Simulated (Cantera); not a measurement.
Feed: 1 mol C3H6, 0.21 mol O2, held at 1 atm.

These are equilibrium values from Cantera (NASA tables, ideal gas, pure condensed phases), not measurements of a reactor. Candidate condensed phases: C, C6H6, C7H8, C8H18, H2O; 110 gas species. Kinetics and transport are ignored.

### Question
At 1873 K, list the 6 most abundant gas species with their mole fractions, and the condensed phases.

### Answer
H2 0.876, CO 0.123, H 0.000600, CH4 0.000474, C2H2 (acetylene) 0.000273, H2O 2.20e-5. Condensed: C(graphite).
